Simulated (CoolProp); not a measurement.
A Linde-Hampson liquefier for normal hydrogen: isothermal reversible compression at 200 K from 1 atm to 5 MPa, throttling to 1 atm, return gas leaving the recuperator 2 K below the feed. Each further row changes one setting.

Model: reference Helmholtz-energy equation of state, Leachman 2009, in CoolProp.

```json
[
 {"case": "as stated", "compression work (kJ/kg of gas)": "3240"},
 {"case": "high pressure 10 MPa", "compression work (kJ/kg of gas)": "3850"},
 {"case": "warm-end temperature 230 K", "compression work (kJ/kg of gas)": "3730"},
 {"case": "warm-end gap 7 K", "compression work (kJ/kg of gas)": "3240"}
]
```
